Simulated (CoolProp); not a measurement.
Nitrogen at 298.15 K and 0.124 MPa flows at 14 m/s in a round tube of 6 mm bore and 15 µm roughness, fully developed (64/Re and Nu = 3.66 if laminar; Colebrook and Gnielinski if turbulent). Each further row changes one setting.

Model: reference Helmholtz-energy equation of state, Span 2000, in CoolProp.

```tsv
case	Reynolds number	Darcy friction factor	pressure drop (Pa/m)	heat-transfer coefficient (W/(m² K))	mass flow (kg/h)
as stated	6610	0.0376	860	…	2.00
velocity 28 m/s	13200	0.0327	…	184	3.99
diameter 12 mm	13200	0.0308	…	86.3	7.99
```

Q: Complete the blanks.

A: 
- as stated, heat-transfer coefficient (W/(m² K)): 98.5
- velocity 28 m/s, pressure drop (Pa/m): 3000
- diameter 12 mm, pressure drop (Pa/m): 353

Viscosity comes from a separate model (Lemmon 2004). Thermal conductivity comes from a separate model (Lemmon 2004).
